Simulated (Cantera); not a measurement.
Cantera run:

```python
import numpy as np
import cantera as ct

gas_names = [...]  # 47 gases of nasa_gas.yaml made of Cl, H, N, O, Si
cond_names = """
    H2O(s) H2O(L) NH4CL(a) NH4CL(b) Si(cr) Si(L) SiO2(Lqz) SiO2(hqz) SiO2(L) Si2N2O(s) Si3N4(a)
""".split()


# ... load() reads the species with a 1 bar reference pressure and builds the phases ...
atoms = {
    'SiH2Cl2': {'Si': 1, 'H': 2, 'CL': 2},
    'NO': {'N': 1, 'O': 1},
    'N2': {'N': 2},
}
top_T = {'Si2N2O(s)': 2100, 'Si3N4(a)': 2400}  # K; cautious upper limits of use, not melting points


# ... equilibrate(T, P, feed) seeds the gas with the atoms and calls Mixture.equilibrate('TP', solver="vcs", rtol=1e-11, max_steps=5000) ...
results = []
feed = {'SiH2Cl2': 1, 'NO': 0.53, 'N2': 1.8}  # mol
T = 1550  # K
P = 65000  # Pa
mix = equilibrate(T, P, feed)
results.append((T, P, feed, dict(zip(mix.species_names, mix.species_moles))))
print(gas.report(threshold=1e-06))
for i in range(1, mix.n_phases):
    print(f"{mix.phase(i).name:16s} {mix.phase_moles(i):12.5e} mol")
```

Output:

```
       temperature   1550 K
          pressure   65000 Pa
           density   0.17327 kg/m^3
  mean mol. weight   34.355 kg/kmol
   phase of matter   gas

                          1 kg             1 kmol
                     ---------------   ---------------
          enthalpy       -5.1385e+05       -1.7653e+07  J
   internal energy       -8.8898e+05       -3.0541e+07  J
           entropy            7453.4        2.5606e+05  J/K
    Gibbs function       -1.2067e+07       -4.1455e+08  J
 heat capacity c_p            1061.7             36473  J/K
 heat capacity c_v            819.65             28159  J/K

                      mass frac. Y      mole frac. X     chem. pot. / RT
                     ---------------   ---------------   ---------------
                CL        6.1267e-05        5.9374e-05           -22.887
                 H        2.7139e-07        9.2496e-06           -11.005
               HCL           0.47842           0.45082           -33.892
                H2         0.0032899          0.056063           -22.011
               H2O        1.6819e-05        3.2074e-05           -55.953
                N2           0.37787            0.4634           -27.313
             SiCL2         0.0032791         0.0011381           -59.711
             SiCL3          0.012477         0.0031886           -82.598
             SiCL4           0.12305          0.024884           -105.49
            SiHCL3         0.0015001         0.0003805           -93.603
               SiO        2.3938e-05        1.8655e-05           -47.879
     [  +36 minor]         3.676e-06        1.6179e-06

Si(cr)            0.00000e+00 mol
SiO2(hqz)         5.49183e-02 mol
Si2N2O(s)         4.19983e-01 mol
Si3N4(a)          0.00000e+00 mol
```

Method: chemical equilibrium by Gibbs-energy minimisation in Cantera with the NASA 1993 tables (ideal gas, pure condensed phases). Mutual solubility and eutectic melting of coexisting phases are not modelled. The tables' values for SiCl3 are old estimates; treat these amounts as uncertain. The tables hold silica as quartz up to 1696 K and as liquid above; real silica turns to tridymite and cristobalite and melts near 1996 K.
